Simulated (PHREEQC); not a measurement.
Solution (55 °C): 130 mmol/kgw H2SO4, 60 mmol/kgw Li2SO4 and 1.3 mmol/kgw Na2SO4. Closed to the air; pH follows from the charge balance.

All values are PHREEQC results (ion-association model, wateq4f.dat), not measurements.

Precipitation was switched off in this run.

Question: Estimate the pH, activity of water.

Answer: pH 1.10; activity of water 0.993.

Question: In which forms is Li present?

Answer: Li+ 97 %, LiSO4- 3.1 % of the Li.

Complexes and solids missing from the database can't appear. At this temperature some constants are extrapolated from 25 °C, and those without enthalpy data are left unchanged.
